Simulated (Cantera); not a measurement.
A Cantera script and what it prints.

```python
import numpy as np
import cantera as ct

gas_names = """
    CL CL2 H HCL H2 N NH NH2 NH3 N2 N2H2 N2H4 Si SiCL SiCL2 SiCL3 SiCL4 SiH SiHCL3 SiH2 SiH2CL2 SiH3
    SiH3CL SiH4 SiN Si2 Si2N Si3
""".split()
cond_names = """
    NH4CL(a) NH4CL(b) Si(cr) Si(L) Si3N4(a)
""".split()


# ... load() reads the species with a 1 bar reference pressure and builds the phases ...
atoms = {
    'Si2Cl6': {'Si': 2, 'CL': 6},
    'NH3': {'N': 1, 'H': 3},
    'N2': {'N': 2},
}
top_T = {'Si3N4(a)': 2400}  # K; cautious upper limits of use, not melting points


# ... equilibrate(T, P, feed) seeds the gas with the atoms and calls Mixture.equilibrate('TP', solver="vcs", rtol=1e-11, max_steps=5000) ...
results = []
feed = {'Si2Cl6': 1, 'NH3': 0.15, 'N2': 76}  # mol
P = 540  # Pa
for T in [900, 1000, 1100, 1200, 1300, 1400, 1500]:
    mix = equilibrate(T, P, feed)
    results.append((T, P, feed, dict(zip(mix.species_names, mix.species_moles))))
    x = sorted(zip(gas.X, gas.species_names), reverse=True)
    print(f"T = {T:g} K  P = {P:g} Pa  gas = {mix.phase_moles(0):.4g} mol")
    print("   x: " + "  ".join(f"{s} {v:.3e}" for v, s in x if v > 1e-05))
    print("   condensed (mol): " + ("  ".join(f"{mix.phase(i).name} {mix.phase_moles(i):.4g}"
          for i in range(1, mix.n_phases) if mix.phase_moles(i) > 1e-12) or "none"))
```

It prints:

```
T = 900 K  P = 540 Pa  gas = 77.5 mol
   x: N2 9.763e-01  SiCL4 1.793e-02  HCL 5.666e-03  H2 6.956e-05
   condensed (mol): Si3N4(a) 0.2032
T = 1000 K  P = 540 Pa  gas = 77.5 mol
   x: N2 9.763e-01  SiCL4 1.790e-02  HCL 5.693e-03  H2 5.608e-05  SiCL3 3.928e-05
   condensed (mol): Si3N4(a) 0.2031
T = 1100 K  P = 540 Pa  gas = 77.51 mol
   x: N2 9.762e-01  SiCL4 1.772e-02  HCL 5.709e-03  SiCL3 2.396e-04  H2 4.735e-05  SiCL2 4.509e-05
   condensed (mol): Si3N4(a) 0.2014
T = 1200 K  P = 540 Pa  gas = 77.57 mol
   x: N2 9.758e-01  SiCL4 1.684e-02  HCL 5.714e-03  SiCL3 1.042e-03  SiCL2 5.652e-04  H2 4.201e-05
   condensed (mol): Si3N4(a) 0.1896
T = 1300 K  P = 540 Pa  gas = 77.89 mol
   x: N2 9.735e-01  SiCL4 1.333e-02  HCL 5.690e-03  SiCL2 4.326e-03  SiCL3 3.117e-03  H2 4.146e-05  CL 1.122e-05
   condensed (mol): Si3N4(a) 0.1273
T = 1400 K  P = 540 Pa  gas = 78.53 mol
   x: N2 9.688e-01  SiCL2 1.318e-02  SiCL4 7.467e-03  HCL 5.663e-03  SiCL3 4.815e-03  CL 5.447e-05  H2 3.211e-05
   condensed (mol): none
T = 1500 K  P = 540 Pa  gas = 78.56 mol
   x: N2 9.684e-01  SiCL2 1.312e-02  SiCL4 6.973e-03  HCL 5.714e-03  SiCL3 5.367e-03  CL 4.316e-04
   condensed (mol): none
```

Cantera equilibrium calculation (NASA polynomials, part measured and part estimated; ideal gas, pure solids and liquids). The feed counts by its element totals alone. The tables' values for SiCl3 are old estimates; treat these amounts as uncertain.
